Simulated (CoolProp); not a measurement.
Properties of R11 along the isobar 2.54 MPa.

The numbers come from the reference Helmholtz-energy equation of state, Jacobsen 1992 in CoolProp.

| T (K) | phase | Z | Joule-Thomson coefficient (K/MPa) | conductivity (mW/(m K)) | Prandtl number |
|---|---|---|---|---|---|
| 443.6 | gas | 0.6839 | 19.25 | 17.5 | 0.920 |
| 453 | gas | 0.7174 | 17.12 | 17.3 | ___ |
| 462.4 | gas | 0.7444 | 15.49 | 17.3 | 0.843 |
| 471.8 | gas | 0.7670 | 14.18 | ___ | 0.823 |
| 481.2 | gas | 0.7864 | 13.11 | 17.5 | 0.809 |
| 490.6 | gas | 0.8034 | 12.20 | ___ | ___ |
| 500 | gas | 0.8184 | 11.42 | 18.0 | ___ |

**Question.** Fill in the missing entries.

**Answer.** 
- 453, Prandtl number: 0.872
- 471.8, conductivity (mW/(m K)): 17.4
- 490.6, conductivity (mW/(m K)): 17.8
- 490.6, Prandtl number: 0.798
- 500, Prandtl number: 0.789

Viscosity comes from a separate model (Klein 1997), an estimate that may be off by 10 % or more. Thermal conductivity comes from a separate model (McLinden 2000), an estimate that may be off by 10 % or more.
